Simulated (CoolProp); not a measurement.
Properties of hydrogen chloride along the isobar 5040 kPa.

The numbers come from the reference Helmholtz-energy equation of state, Thol 2018 in CoolProp.

```tsv
T (K)	phase	density (kg/m³)	fugacity coefficient
241.1	liquid	1050	0.1890
268.5	liquid	958.4	0.3870
295.8	liquid	828.9	0.6610
323.1	gas	94.41	0.7794
350.5	gas	78.35	0.8298
377.8	gas	68.60	0.8652
405.1	gas	61.63	0.8915
432.5	gas	56.24	0.9117
459.8	gas	51.89	0.9276
487.1	gas	48.27	0.9403
514.5	gas	45.17	0.9506
541.8	gas	42.50	0.9591
569.1	gas	40.16	0.9662
```
